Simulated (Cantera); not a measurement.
Input: 1 mol SiCl4, 0.18 mol HCl, 9.2 mol N2, at 1000 Pa.

These are equilibrium values from Cantera (NASA tables, ideal gas, pure condensed phases), not measurements of a reactor. Candidate condensed phases: NH4Cl, Si, Si3N4; 28 gas species. The tables' values for SiCl3 are old estimates; treat these amounts as uncertain. Rates play no part.

log p: log10 of the partial pressure in bar; nothing condenses.

```json
[
 {"T (K)": "825", "log p N2": "-2.05", "log p SiCl4": "-3.02", "log p Cl": "-9.86", "log p SiCl3": "-10.11", "log p HCl": "-3.76", "log p SiCl2": "<-14", "log p Cl2": "-10.14"},
 {"T (K)": "900", "log p N2": "-2.05", "log p SiCl4": "-3.02", "log p Cl": "-8.93", "log p SiCl3": "-8.96", "log p HCl": "-3.76", "log p SiCl2": "-13.22", "log p Cl2": "-9.60"},
 {"T (K)": "975", "log p N2": "-2.05", "log p SiCl4": "-3.02", "log p Cl": "-8.09", "log p SiCl3": "-8.04", "log p HCl": "-3.76", "log p SiCl2": "-11.62", "log p Cl2": "-9.02"},
 {"T (K)": "1050", "log p N2": "-2.05", "log p SiCl4": "-3.02", "log p Cl": "-7.33", "log p SiCl3": "-7.29", "log p HCl": "-3.76", "log p SiCl2": "-10.30", "log p Cl2": "-8.47"},
 {"T (K)": "1125", "log p N2": "-2.05", "log p SiCl4": "-3.02", "log p Cl": "-6.68", "log p SiCl3": "-6.64", "log p HCl": "-3.76", "log p SiCl2": "-9.18", "log p Cl2": "-7.98"},
 {"T (K)": "1200", "log p N2": "-2.05", "log p SiCl4": "-3.02", "log p Cl": "-6.10", "log p SiCl3": "-6.08", "log p HCl": "-3.76", "log p SiCl2": "-8.20", "log p Cl2": "-7.55"},
 {"T (K)": "1275", "log p N2": "-2.05", "log p SiCl4": "-3.02", "log p Cl": "-5.59", "log p SiCl3": "-5.58", "log p HCl": "-3.76", "log p SiCl2": "-7.34", "log p Cl2": "-7.17"},
 {"T (K)": "1350", "log p N2": "-2.05", "log p SiCl4": "-3.02", "log p Cl": "-5.13", "log p SiCl3": "-5.15", "log p HCl": "-3.76", "log p SiCl2": "-6.58", "log p Cl2": "-6.83"},
 {"T (K)": "1425", "log p N2": "-2.05", "log p SiCl4": "-3.03", "log p Cl": "?", "log p SiCl3": "-4.77", "log p HCl": "-3.76", "log p SiCl2": "?", "log p Cl2": "?"},
 {"T (K)": "1500", "log p N2": "-2.05", "log p SiCl4": "-3.04", "log p Cl": "-4.35", "log p SiCl3": "-4.44", "log p HCl": "-3.76", "log p SiCl2": "-5.33", "log p Cl2": "-6.23"},
 {"T (K)": "1575", "log p N2": "-2.06", "log p SiCl4": "-3.06", "log p Cl": "-4.01", "log p SiCl3": "-4.15", "log p HCl": "-3.77", "log p SiCl2": "-4.82", "log p Cl2": "-5.96"},
 {"T (K)": "1650", "log p N2": "-2.06", "log p SiCl4": "-3.11", "log p Cl": "?", "log p SiCl3": "-3.92", "log p HCl": "-3.77", "log p SiCl2": "?", "log p Cl2": "?"},
 {"T (K)": "1725", "log p N2": "-2.07", "log p SiCl4": "-3.19", "log p Cl": "-3.42", "log p SiCl3": "-3.73", "log p HCl": "-3.78", "log p SiCl2": "-4.00", "log p Cl2": "-5.53"}
]
```

**Question.** Fill in the missing entries.

**Answer.** 
- 1650, log p Cl: -3.70
- 1650, log p SiCl2: -4.38
- 1650, log p Cl2: -5.73
- 1425, log p Cl: -4.72
- 1425, log p SiCl2: -5.91
- 1425, log p Cl2: -6.52
